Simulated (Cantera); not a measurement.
A diamond (100) surface in a fixed gas of H2 with x(CH4) = 0.016, x(H) = 0.0015, at 1025 K, 0.160 bar; coverages are run to steady state.

Detailed kinetics in Cantera: the Harris–Goodwin 1993 mechanism for the reconstructed diamond (100) surface.

θ: site fractions in the mechanism's names (c6HH fully hydrogenated, c6H* and c6*H radical sites, c6** diradical, c6HM methylated).

```json
[
 {"x(CH3)": "1e-06", "growth (µm/h)": "[?]", "θ c6HH": "0.577", "θ c6H*": "0.0205", "θ c6*H": "0.391", "θ c6**": "0.0109", "θ c6HM": "0.000299"},
 {"x(CH3)": "2.6e-06", "growth (µm/h)": "[?]", "θ c6HH": "0.577", "θ c6H*": "0.0205", "θ c6*H": "0.391", "θ c6**": "0.0109", "θ c6HM": "0.000778"},
 {"x(CH3)": "7e-06", "growth (µm/h)": "[?]", "θ c6HH": "0.576", "θ c6H*": "0.0204", "θ c6*H": "0.390", "θ c6**": "0.0109", "θ c6HM": "0.00209"},
 {"x(CH3)": "1.8e-05", "growth (µm/h)": "[?]", "θ c6HH": "0.573", "θ c6H*": "0.0204", "θ c6*H": "0.388", "θ c6**": "0.0108", "θ c6HM": "0.00535"},
 {"x(CH3)": "4.8e-05", "growth (µm/h)": "[?]", "θ c6HH": "0.566", "θ c6H*": "0.0201", "θ c6*H": "0.383", "θ c6**": "0.0106", "θ c6HM": "0.0141"},
 {"x(CH3)": "0.00013", "growth (µm/h)": "[?]", "θ c6HH": "0.548", "θ c6H*": "0.0194", "θ c6*H": "0.370", "θ c6**": "0.0102", "θ c6HM": "0.0366"},
 {"x(CH3)": "0.00034", "growth (µm/h)": "[?]", "θ c6HH": "0.508", "θ c6H*": "0.0179", "θ c6*H": "0.342", "θ c6**": "0.00908", "θ c6HM": "0.0875"},
 {"x(CH3)": "0.00089", "growth (µm/h)": "[?]", "θ c6HH": "0.429", "θ c6H*": "0.0150", "θ c6*H": "0.286", "θ c6**": "0.00702", "θ c6HM": "0.187"},
 {"x(CH3)": "0.0023", "growth (µm/h)": "[?]", "θ c6HH": "0.316", "θ c6H*": "0.0108", "θ c6*H": "0.205", "θ c6**": "0.00423", "θ c6HM": "0.330"}
]
```

Question: Complete the blanks.

Answer: 
- 1e-06, growth (µm/h): 0.0865
- 2.6e-06, growth (µm/h): 0.225
- 7e-06, growth (µm/h): 0.604
- 1.8e-05, growth (µm/h): 1.54
- 4.8e-05, growth (µm/h): 4.06
- 0.00013, growth (µm/h): 10.6
- 0.00034, growth (µm/h): 25.3
- 0.00089, growth (µm/h): 53.9
- 0.0023, growth (µm/h): 94.8
